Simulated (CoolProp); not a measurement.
Computed with CoolProp (reference Helmholtz-energy equation of state, Thol 2012).

For benzene, give the phase and the cp (kJ/(kg K)), cv (kJ/(kg K)), expansivity (1/kK), viscosity (µPa s) at 32.95 °C and 1.7 MPa; 32.95 °C and 4.53 MPa.


- 32.95 °C and 1.7 MPa: liquid; cp 1.75, cv 1.23, expansivity 1.22, viscosity 549
- 32.95 °C and 4.53 MPa: liquid; cp 1.75, cv 1.24, expansivity 1.20, viscosity 562

Viscosity comes from a separate model (Avgeri 2014).
